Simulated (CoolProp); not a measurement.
1000 sccm (0 °C, 1 atm) of nitrogen bubbles through liquid m-xylene at 362.1 K and leaves saturated at a total pressure of 0.15 MPa (ideal gas phase). Each further row changes one setting.

Model: reference Helmholtz-energy equation of state, Zhou 2012, in CoolProp.

```
case                      vapour pressure (kPa)  mole fraction of vapour  delivery (mg/min)  delivery (sccm)  change of delivery for a bath 1 K warmer (%)
------------------------  ---------------------  -----------------------  -----------------  ---------------  --------------------------------------------
as stated                                  21.1                      [?]                [?]              [?]                                           4.3
bath temperature 367.1 K                    [?]                      [?]                [?]              203                                           4.3
total pressure 0.3 MPa                     21.1                   0.0705                359              [?]                                           [?]
```

Task: Complete the blanks.

Result: 
- as stated, mole fraction of vapour: 0.141
- as stated, delivery (mg/min): 777
- as stated, delivery (sccm): 164
- bath temperature 367.1 K, vapour pressure (kPa): 25.3
- bath temperature 367.1 K, mole fraction of vapour: 0.169
- bath temperature 367.1 K, delivery (mg/min): 961
- total pressure 0.3 MPa, delivery (sccm): 75.8
- total pressure 0.3 MPa, change of delivery for a bath 1 K warmer (%): 4.0
